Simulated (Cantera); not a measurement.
An isothermal, constant-pressure homogeneous reactor starts with H2 : O2 = 0.022 : 1 (molar parts), equivalence ratio 0.011, at 1450 K and 20.0 Torr. Integrator tolerance rtol = 1e-08.

Cantera simulation using GRI-Mech 3.0 (53 species, 325 reactions); the numbers are that mechanism's predictions, not measurements. Radical loss at walls, strong at low pressure, is not modelled.

Q: What does this change do: pressure from 20.0 Torr to 1.43 Torr?

A: 
| quantity | before | after |
|---|---|---|
| x(H2) at 3.00 s | 3.82e-7 (gas-phase equilibrium 1.28e-7) | 0.000136 (gas-phase equilibrium 4.80e-7) |
| x(O2) at 3.00 s | 0.978 (gas-phase equilibrium 0.978) | 0.963 (gas-phase equilibrium 0.978) |
| x(H) at 3.00 s | 1.07e-7 (gas-phase equilibrium 2.09e-8) | 0.000792 (gas-phase equilibrium 1.51e-7) |
| x(H2O) at 3.00 s | 0.0217 (gas-phase equilibrium 0.0217) | 0.0197 (gas-phase equilibrium 0.0217) |
| x(H2O2) at 3.00 s | 1.08e-9 (gas-phase equilibrium 5.40e-10) | 2.46e-9 (gas-phase equilibrium 1.44e-10) |
